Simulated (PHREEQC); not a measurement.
**Metal-bearing waste water (model solution)**

Solution (20 °C): 5.2 mmol/kgw FeCl3, 15 mmol/kgw Na2SeO4 and 22 mmol/kgw Na2SO4. Closed to the air; pH follows from the charge balance.

Equilibrium calculation in PHREEQC: ion-association model, wateq4f.dat.

Each row changes one thing in this solution. No solid was allowed to form.

| case | pH | ionic strength (mol/kgw) | SO4-2 (mol/kgw) | FeSO4+ (mol/kgw) | NaSO4- (mol/kgw) | FeOH+2 (mol/kgw) | SI of Mirabilite (Na2SO4:10H2O) | SI of Halite (NaCl) |
|---|---|---|---|---|---|---|---|---|
| as made | 3.13 | 0.113 | 0.0157 | 0.00312 | 0.00196 | 0.000782 | -3.41 | -4.75 |
| Na2SeO4 from 0.015 to 0.0225 mol/kgw | 3.12 | 0.136 | 0.0156 | 0.00301 | 0.00221 | ? | -3.29 | -4.68 |
| 0.001 mol/kgw LiOH added | ? | 0.116 | 0.0162 | 0.00273 | 0.00201 | 0.000901 | -3.40 | -4.75 |
| FeCl3 from 0.0052 to 0.00052 mol/kgw | 3.75 | ? | 0.0192 | 0.000190 | 0.00243 | 0.000157 | -3.31 | -5.75 |
| Na2SeO4 left out | 3.18 | 0.0674 | 0.0158 | 0.00336 | 0.00138 | 0.000694 | -3.75 | ? |
| diluted 100-fold with water | 4.07 | 0.00127 | 0.000218 | 3.78e-7 | 6.67e-7 | 1.32e-5 | -8.68 | -8.54 |
| temperature from 20 to 50 °C | 3.02 | 0.113 | 0.0156 | 0.00236 | 0.00221 | 0.00141 | -4.76 | -4.83 |
| Na2SO4 from 0.022 to 0.0242 mol/kgw | 3.15 | 0.119 | 0.0175 | 0.00314 | 0.00227 | 0.000761 | -3.33 | -4.73 |

**Question.** Complete the blanks.

**Answer.** 
- Na2SeO4 from 0.015 to 0.0225 mol/kgw, FeOH+2 (mol/kgw): 0.000815
- 0.001 mol/kgw LiOH added, pH: 3.26
- FeCl3 from 0.0052 to 0.00052 mol/kgw, ionic strength (mol/kgw): 0.107
- Na2SeO4 left out, SI of Halite (NaCl): -4.94

Species that the database lacks are ignored. Some of these states are supersaturated (in Jarosite-Na, Fe(OH)3(a), Hematite (slow to form), for instance). At this temperature some constants are extrapolated from 25 °C, and those without enthalpy data are left unchanged.
